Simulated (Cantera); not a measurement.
# Thermodynamics of iron carbonyl, mercury and lead vapours, feed Hg + N₂

Charge: 1 mol Hg, 2.1 mol N₂, at 973.15 K and 270 Pa.

Cantera equilibrium calculation (NASA polynomials, part measured and part estimated; ideal gas, pure solids and liquids). Candidate condensed phases: Hg; 3 gas species. Equilibrium is a limit: real reactors are often held back by kinetics, nucleation or transport.

```
Item                                 Result
--------------------------------  ---------
x(N₂)                                 0.677
x(Hg)                                 0.323
gas amount                        3.100 mol
log10 activity of Hg(l) (absent)      -4.76
```
